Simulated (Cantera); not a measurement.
Catalytic combustion on Pt

An isothermal plug-flow reactor at 725 K and 21000 Pa (inlet), inlet velocity 0.33 m/s, active area per volume 100 1/m; feed CO : O₂ : N₂ = 0.0024 : 0.032 : 0.79 (molar parts), equivalence ratio 0.037.

Cantera simulation using Deutschmann's 1995 Pt surface mechanism with GRI-Mech 3.0 gas chemistry; the numbers are that mechanism's predictions, not measurements. Catalytic surfaces can have several steady states; this one follows from the mechanism file's or the stated starting coverage. Mass transfer to the wall is taken as infinitely fast.

```csv
z (m),x CO,x O₂,x H₂O,x CO₂,θ free Pt,θ O*,θ CO*
4.2e-05,0.00214,0.0384,<1e-12,0.000775,0.115,0.880,0.00466
9e-05,0.00204,0.0384,<1e-12,0.000871,0.0922,0.905,0.00278
0.00019,0.00191,0.0383,<1e-12,0.001000,0.0774,0.921,0.00181
0.00042,0.00172,0.0382,<1e-12,0.00119,0.0655,0.933,0.00115
0.0009,0.00146,0.0381,<1e-12,0.00145,0.0563,0.943,0.000716
0.0019,0.00113,0.0380,<1e-12,0.00178,0.0492,0.950,0.000420
0.0042,0.000721,0.0378,<1e-12,0.00219,0.0434,0.956,0.000207
```
x: gas mole fraction; θ: surface coverage.
